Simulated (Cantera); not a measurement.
Gas mixture: NO = 0.59 (molar parts), at 0.118 atm, frozen composition.

Cantera's kinetic-theory transport with the Lennard-Jones parameters of GRI-Mech 3.0, ideal gas; thermal conductivity in the mixture-averaged form.

One state of this run: ρ (kg/m³) = 0.0481; cp (J/kg/K) = 1114; μ (µPa s) = 40.1; λ (mW/m/K) = 63.0; Pr = 0.708; D (cm²/s) CO2 = 9.01; D (cm²/s) O = 17.5; D (cm²/s) C2H2 = 9.46. D: mixture-averaged diffusion coefficient of that species in the mixture.

Which value of T (K) does it belong to?
(A) 500
(B) 400
(C) 900
(D) 600

C, 900
